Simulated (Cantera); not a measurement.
What does this Cantera script print?

```python
import numpy as np
import cantera as ct

gas = ct.Solution("gri30.yaml")
gas.TPX = 1298, 2666, {'C2H4': 1, 'H2': 2.7, 'N2': 0.018}
reactor = ct.IdealGasConstPressureReactor(gas, energy="off", clone=False)
net = ct.ReactorNet([reactor])
net.rtol, net.atol = 1e-08, 1e-18
show = ['C2H4', 'H2', 'CH3', 'CH2', 'H']
times = np.geomspace(3e-05, 10, 14)

steps = ct.SolutionArray(gas, extra=["t"])
rows = []
print(f"{'t/s':>10s}{'T/K':>9s}{'P/Pa':>11s}" + "".join(f"{s:>11s}" for s in show))
for t in times:
    while net.time < t:
        t_next = net.step()
        steps.append(gas.state, t=t_next)
    rows.append([np.interp(t, steps.t, y) for y in (steps.T, steps.P, *steps(*show).X.T)])
    print(f"{t:10.3e}{rows[-1][0]:9.1f}{rows[-1][1]:11.4g}" + "".join(f"{x:11.3e}" for x in rows[-1][2:]))
rate = np.gradient(steps.T, steps.t)
print("integrator steps:", len(steps.t))
if steps.T.max() > steps.T[0] + 200:
    print(f"time of steepest temperature rise: {steps.t[rate.argmax()]:.4e} s")
gas.TPX = 1298, 2666, {'C2H4': 1, 'H2': 2.7, 'N2': 0.018}
gas.equilibrate("TP")
print(f"equilibrium (TP): T = {gas.T:.1f} K  " + "  ".join(f"{s} {gas[s].X[0]:.3e}" for s in show))
```

It prints:

```
       t/s      T/K       P/Pa       C2H4         H2        CH3        CH2          H
 3.000e-05   1298.0       2666  2.690e-01  7.262e-01  1.414e-16  4.217e-17  7.659e-11
 7.979e-05   1298.0       2666  2.690e-01  7.262e-01  1.759e-15  2.562e-16  2.063e-10
 2.122e-04   1298.0       2666  2.690e-01  7.262e-01  1.677e-14  1.356e-15  5.746e-10
 5.645e-04   1298.0       2666  2.690e-01  7.262e-01  1.074e-13  5.384e-15  1.574e-09
 1.501e-03   1298.0       2666  2.689e-01  7.262e-01  5.953e-13  1.663e-14  4.236e-09
 3.993e-03   1298.0       2666  2.689e-01  7.262e-01  3.581e-12  4.666e-14  1.134e-08
 1.062e-02   1298.0       2666  2.688e-01  7.262e-01  2.349e-11  1.279e-13  3.057e-08
 2.825e-02   1298.0       2666  2.686e-01  7.263e-01  1.653e-10  3.691e-13  8.777e-08
 7.513e-02   1298.0       2666  2.678e-01  7.264e-01  1.476e-09  1.522e-12  3.623e-07
 1.998e-01   1298.0       2666  2.629e-01  7.275e-01  3.490e-08  1.457e-11  3.510e-06
 5.315e-01   1298.0       2666  2.247e-01  7.354e-01  2.373e-07  3.181e-11  8.637e-06
 1.414e+00   1298.0       2666  1.388e-01  7.531e-01  4.582e-07  2.261e-11  9.173e-06
 3.760e+00   1298.0       2666  4.655e-02  7.721e-01  7.295e-07  1.200e-11  9.548e-06
 1.000e+01   1298.0       2666  1.323e-02  7.786e-01  9.849e-07  9.539e-12  9.922e-06
integrator steps: 605
equilibrium (TP): T = 1298.0 K  C2H4 1.018e-02  H2 7.290e-01  CH3 1.125e-05  CH2 5.305e-11  H 5.641e-06
```

Computed with Cantera and GRI-Mech 3.0 (53 species, 325 reactions). GRI-Mech 3.0 was tuned for natural gas; its chemistry of ethylene as a main component is partial and can be far from experiment. GRI-Mech 3.0 stops at C3 and has no aromatics, soot or wall deposition, so with more carbon than oxygen in the feed, carbon stays in small species such as C2H2 where larger ones or solid carbon would form. Radical loss at walls, strong at low pressure, is not modelled.
